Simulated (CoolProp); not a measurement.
Properties of water along the isotherm 691 K (Tc = 647.1 K, pc = 22060 kPa, ω = 0.344).

Model: reference Helmholtz-energy equation of state, Wagner 2002, in CoolProp.

| p (kPa) | phase | cp (kJ/(kg K)) | speed of sound (m/s) | expansivity (1/kK) | viscosity (µPa s) | conductivity (mW/(m K)) |
|---|---|---|---|---|---|---|
| 174 | gas | 2.085 | 639.7 | 1.459 | 25.2 | 56.8 |
| 310 | gas | (withheld) | 639.2 | 1.468 | 25.2 | 56.9 |
| 552 | gas | 2.107 | 638.2 | 1.484 | 25.2 | 57.2 |
| 981 | gas | 2.133 | 636.5 | 1.513 | 25.2 | (withheld) |
| 1740 | gas | 2.180 | 633.5 | 1.568 | 25.2 | 58.4 |
| 3100 | gas | 2.273 | 627.9 | 1.675 | 25.2 | 59.9 |
| 5520 | gas | 2.465 | 617.3 | 1.897 | 25.2 | 62.9 |
| 9810 | gas | 2.914 | 596.7 | (withheld) | 25.4 | 69.2 |
| 17400 | gas | 4.292 | 553.2 | 4.142 | 26.2 | 86.6 |
| 31000 | supercritical | 15.54 | (withheld) | 20.73 | 34.8 | 219 |
| 55200 | supercritical | 6.976 | (withheld) | (withheld) | 65.3 | 426 |

What belongs in the gaps?


- 310, cp (kJ/(kg K)): 2.093
- 981, conductivity (mW/(m K)): 57.6
- 9810, expansivity (1/kK): 2.425
- 31000, speed of sound (m/s): 450.0
- 55200, speed of sound (m/s): 732.4
- 55200, expansivity (1/kK): 5.221

The peak of cp marks the crossing from liquid-like to gas-like fluid above the critical point.

Viscosity comes from a separate model (Huber 2009). Thermal conductivity comes from a separate model (Huber 2012).
